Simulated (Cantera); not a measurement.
A closed system holds: 1 mol MgO, 0.71 mol C, 0.012 mol CO, equilibrated at 2277 °C and 0.000840 bar.

Cantera equilibrium calculation (NASA polynomials, part measured and part estimated; ideal gas, pure solids and liquids). Candidate condensed phases: C, Mg, MgCO3, MgO; 15 gas species. The numbers say what is thermodynamically allowed, not how fast it happens.

Base state: Mg 0.518, CO 0.349, O 0.0844, CO2 0.0280, O2 0.0176, MgO 0.00370 (mole fractions); condensed: gas only.

**Question.** What changes in the equilibrium state with this change: C from 0.71 to 1.6 mol?

**Answer.** 
| species | before | after |
|---|---|---|
| CO | 0.349 | 0.502 |
| Mg | 0.518 | 0.496 |
| C3 | <1e-9 | 0.00127 |
| O | 0.0844 | 1.50e-9 |
| CO2 | 0.0280 | <1e-9 |
| O2 | 0.0176 | <1e-9 |
| MgO | 0.00370 | <1e-9 |
| C | <1e-9 | 0.000389 |
| C2 | <1e-9 | 0.000118 |
| C(graphite), mol | 0 | 0.591 |
